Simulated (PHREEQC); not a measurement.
Make-up at 25 °C: 0.59 mol CuCl2, 0.015 mol HNO3 and 0.023 mol H3BO3 per kg of water. Closed to the air; pH follows from the charge balance.

The numbers come from PHREEQC with the ion-association model, phreeqc.dat.

```
Quantity                  Value
-----------------  ------------
pH                         1.96
ionic strength     1.34 mol/kgw
activity of water         0.973
density             1.067 g/cm³
total alkalinity   -15.0 meq/kg
```

| species | molality | activity | log γ |
|---|---|---|---|
| Cl- | 0.944 | 0.562 | -0.225 |
| Cu+2 | 0.378 | 0.0722 | -0.719 |
| CuCl+ | 0.187 | 0.109 | -0.234 |
| CuCl2 | 0.0242 | 0.0330 | 0.134 |
| H3BO3 | 0.0230 | 0.0313 | 0.134 |
| H+ | 0.0150 | 0.0110 | -0.133 |
| NO3- | 0.0150 | 0.00795 | -0.276 |
| CuCl3- | 0.000113 | 6.57e-5 | -0.234 |
| CuCl4-2 | 1.21e-6 | 1.85e-7 | -0.814 |
| CuOH+ | 1.09e-7 | 6.37e-8 | -0.234 |
| Cu2(OH)2+2 | 3.35e-9 | 1.77e-9 | -0.275 |
| H2BO3- | 1.91e-9 | 1.63e-9 | -0.069 |

No solid was allowed to form. Caution: at this ionic strength the ion-association model is outside its range; a Pitzer model would be the better tool where its parameters exist.
